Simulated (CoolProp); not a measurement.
R410A along the isotherm 313.4 K: density (kg/m³) from the reference equation and from simpler models built on Tc = 344.5 K, pc = 4.901 MPa, ω = 0.296; each cubic takes its own stable root.

Model: reference Helmholtz-energy equation of state, Lemmon 2003, in CoolProp. It is a pseudo-pure fit of the blend.

```json
[
 {"p (MPa)": "4.46", "phase": "liquid", "reference": "1004"},
 {"p (MPa)": "6.68", "phase": "liquid", "reference": "1029"},
 {"p (MPa)": "8.91", "phase": "liquid", "reference": "1049"},
 {"p (MPa)": "11.1", "phase": "liquid", "reference": "1066"},
 {"p (MPa)": "13.4", "phase": "liquid", "reference": "1082"},
 {"p (MPa)": "15.6", "phase": "liquid", "reference": "1096"},
 {"p (MPa)": "17.8", "phase": "liquid", "reference": "1108"},
 {"p (MPa)": "20.1", "phase": "liquid", "reference": "1120"},
 {"p (MPa)": "22.3", "phase": "liquid", "reference": "1130"},
 {"p (MPa)": "24.5", "phase": "liquid", "reference": "1140"}
]
```

**Question.** How far does each simpler model (van der Waals, Redlich-Kwong, Peng-Robinson) lie from the reference over these 10 states: mean and median of the absolute difference, and the worst?

**Answer.** 
- van der Waals: mean 38.7 %, median 38.0 %, worst -43.2 % at 313.4 K and 4.46 MPa
- Redlich-Kwong: mean 19.1 %, median 18.4 %, worst -24.0 % at 313.4 K and 4.46 MPa
- Peng-Robinson: mean 6.7 %, median 6.3 %, worst -9.7 % at 313.4 K and 4.46 MPa
